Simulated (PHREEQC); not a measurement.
A solution holds 0.0056 mol/kgw Na2SeO4 and 0.0033 mol/kgw H3PO4, at 25 °C. Closed to the air; pH follows from the charge balance.

Equilibrium calculation in PHREEQC: ion-association model, wateq4f.dat.

| quantity | before | after |
|---|---|---|
| pH | 2.69 | 4.49 |
| ionic strength (mol/kgw) | 0.0188 | 0.000201 |
| SeO4-2 (mol/kgw) | 0.00527 | 5.59e-5 |
| H2PO4- (mol/kgw) | 0.00261 | 3.28e-5 |
| H3PO4 (mol/kgw) | 0.000686 | 1.53e-7 |
| HSeO4- (mol/kgw) | 0.000328 | 7.87e-8 |

### Question
Which change was made?
A. H3PO4 replaced by NaH2PO4 at the same molality
B. H3PO4 from 0.0033 to 0.033 mol/kgw
C. diluted 2-fold with water
D. Na2SeO4 from 0.0056 to 0.0028 mol/kgw
E. diluted 100-fold with water

### Answer
E, diluted 100-fold with water

No solid was allowed to form. H3PO4, which wateq4f.dat lacks, is added to it with the constant of phreeqc.dat.
